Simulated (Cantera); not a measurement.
A closed system holds: 1 mol acetone, 0.16 mol H2O, 25 mol H2, at 1.70 mbar.

These are equilibrium values from Cantera (NASA tables, ideal gas, pure condensed phases), not measurements of a reactor. Candidate condensed phases: C, C6H6, C7H8, C8H18, H2O; 131 gas species. Ions and electrons are included (thermal ionisation). The feed counts by its element totals alone. Kinetics and transport are ignored.

Q: Which condensed phases are stable at each of these points (T (°C)): 1727, 1977, 2227, 2477, 2727, 2977, 3227, 3477, 3727, 3977, 4227, 4477, 4727?

A: 
```json
[
 {"T (°C)": "1727", "condensed phases": "C(graphite)", "C condensed (%)": "59.9"},
 {"T (°C)": "1977", "condensed phases": "C(graphite)", "C condensed (%)": "55.6"},
 {"T (°C)": "2227", "condensed phases": "C(graphite)", "C condensed (%)": "44.9"},
 {"T (°C)": "2477", "condensed phases": "gas only", "C condensed (%)": "0.0"},
 {"T (°C)": "2727", "condensed phases": "gas only", "C condensed (%)": "0.0"},
 {"T (°C)": "2977", "condensed phases": "gas only", "C condensed (%)": "0.0"},
 {"T (°C)": "3227", "condensed phases": "gas only", "C condensed (%)": "0.0"},
 {"T (°C)": "3477", "condensed phases": "gas only", "C condensed (%)": "0.0"},
 {"T (°C)": "3727", "condensed phases": "gas only", "C condensed (%)": "0.0"},
 {"T (°C)": "3977", "condensed phases": "gas only", "C condensed (%)": "0.0"},
 {"T (°C)": "4227", "condensed phases": "gas only", "C condensed (%)": "0.0"},
 {"T (°C)": "4477", "condensed phases": "gas only", "C condensed (%)": "0.0"},
 {"T (°C)": "4727", "condensed phases": "gas only", "C condensed (%)": "0.0"}
]
```

From 1727 °C to 2227 °C the condensed part is C(graphite). From 2477 °C to 4727 °C nothing is condensed.
